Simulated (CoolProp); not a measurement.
Water along the isobar 4.94 MPa: density (kg/m³) from the reference equation and from simpler models built on Tc = 373.9 °C, pc = 22.06 MPa, ω = 0.344; each cubic takes its own stable root.

Model: reference Helmholtz-energy equation of state, Wagner 2002, in CoolProp.

```
T (°C)   phase  reference
------  ------  ---------
104.05  liquid      957.7
128.15  liquid      938.8
152.35  liquid      917.3
176.45  liquid      893.4
200.55  liquid      866.6
224.65  liquid      836.4
248.75  liquid      801.9
272.85     gas      23.97
296.95     gas      21.95
321.05     gas      20.43
345.15     gas      19.20
369.25     gas      18.18
393.35     gas      17.29
```

How far does each simpler model (Redlich-Kwong, Soave-Redlich-Kwong, Peng-Robinson) lie from the reference over these 13 states: mean and median of the absolute difference, and the worst?


- Redlich-Kwong: mean 22.4 %, median 28.9 %, worst -97.0 % at 248.75 °C and 4.94 MPa
- Soave-Redlich-Kwong: mean 15.2 %, median 26.0 %, worst -29.0 % at 248.75 °C and 4.94 MPa
- Peng-Robinson: mean 10.0 %, median 16.6 %, worst -19.4 % at 248.75 °C and 4.94 MPa

At some of these states Redlich-Kwong gives the other phase, because its saturation line lies elsewhere.
